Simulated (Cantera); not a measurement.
A Cantera script and what it prints.

```python
import numpy as np
import cantera as ct

gas_names = [...]  # 113 gases of nasa_gas.yaml made of C, H, O, Ta
cond_names = """
    C(gr) C6H6(L) C7H8(L) C8H18(L),n-octa H2O(s) H2O(L) Ta(cr) Ta(L) TaC(s) TaC(L) Ta2O5(s) Ta2O5(L)
""".split()


# ... load() reads the species with a 1 bar reference pressure and builds the phases ...
atoms = {
    'Ta2O5': {'Ta': 2, 'O': 5},
    'CH4': {'C': 1, 'H': 4},
    'CO': {'C': 1, 'O': 1},
}
top_T = {'C(gr)': 4500}  # K; cautious upper limits of use, not melting points


# ... equilibrate(T, P, feed) seeds the gas with the atoms and calls Mixture.equilibrate('TP', solver="vcs", rtol=1e-11, max_steps=5000) ...
results = []
feed = {'Ta2O5': 1, 'CH4': 1.1, 'CO': 0.7}  # mol
T = 2575  # K
P = 100000  # Pa
mix = equilibrate(T, P, feed)
results.append((T, P, feed, dict(zip(mix.species_names, mix.species_moles))))
print(gas.report(threshold=0.0001))
for i in range(1, mix.n_phases):
    print(f"{mix.phase(i).name:16s} {mix.phase_moles(i):12.5e} mol")
```

Output:

```
       temperature   2575 K
          pressure   1e+05 Pa
           density   0.065065 kg/m^3
  mean mol. weight   13.93 kg/kmol
   phase of matter   gas

                          1 kg             1 kmol
                     ---------------   ---------------
          enthalpy        2.1335e+06        2.9719e+07  J
   internal energy        5.9653e+05        8.3097e+06  J
           entropy             16895        2.3534e+05  J/K
    Gibbs function        -4.137e+07       -5.7629e+08  J
 heat capacity c_p            2596.1             36164  J/K
 heat capacity c_v            1999.2             27850  J/K

                      mass frac. Y      mole frac. X     chem. pot. / RT
                     ---------------   ---------------   ---------------
                CO           0.89078           0.44301            -34.57
               CO2         0.0020089        0.00063586           -58.878
                 H         0.0018157          0.025092            -10.48
                H2          0.075956           0.52484            -20.96
               H2O         0.0062387         0.0048241           -45.268
               TaO         0.0044916         0.0003177           -33.464
              TaO2          0.018637         0.0012192           -57.773
     [ +106 minor]        6.8627e-05        5.5186e-05

C(gr)             0.00000e+00 mol
Ta(cr)            4.47185e-01 mol
TaC(s)            0.00000e+00 mol
Ta2O5(L)          7.73290e-01 mol
```

Method: chemical equilibrium by Gibbs-energy minimisation in Cantera with the NASA 1993 tables (ideal gas, pure condensed phases). Mutual solubility and eutectic melting of coexisting phases are not modelled. Condensed phases not in the tables: Ta2C, N, O or C dissolved in the metal.
